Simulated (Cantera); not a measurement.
Feed: 1 mol Cu, 1.2 mol NH3, 1.5 mol H2, at 0.00470 bar.

Method: chemical equilibrium by Gibbs-energy minimisation in Cantera with the NASA 1993 tables (ideal gas, pure condensed phases). Candidate condensed phases: Cu; 11 gas species. Equilibrium is a limit: real reactors are often held back by kinetics, nucleation or transport.

Task: Which condensed phases are stable at each of these points (T (°C)): 802, 852, 902, 952, 1002, 1052, 1102, 1152, 1202, 1252?

Result: 
```json
[
 {"T (°C)": "802", "condensed phases": "Cu(s)", "Cu condensed (%)": "100.0"},
 {"T (°C)": "852", "condensed phases": "Cu(s)", "Cu condensed (%)": "100.0"},
 {"T (°C)": "902", "condensed phases": "Cu(s)", "Cu condensed (%)": "100.0"},
 {"T (°C)": "952", "condensed phases": "Cu(s)", "Cu condensed (%)": "100.0"},
 {"T (°C)": "1002", "condensed phases": "Cu(s)", "Cu condensed (%)": "100.0"},
 {"T (°C)": "1052", "condensed phases": "Cu(s)", "Cu condensed (%)": "100.0"},
 {"T (°C)": "1102", "condensed phases": "Cu(l)", "Cu condensed (%)": "99.9"},
 {"T (°C)": "1152", "condensed phases": "Cu(l)", "Cu condensed (%)": "99.8"},
 {"T (°C)": "1202", "condensed phases": "Cu(l)", "Cu condensed (%)": "99.6"},
 {"T (°C)": "1252", "condensed phases": "Cu(l)", "Cu condensed (%)": "99.0"}
]
```

From 802 °C to 1052 °C the condensed part is Cu(s). From 1102 °C to 1252 °C the condensed part is Cu(l).
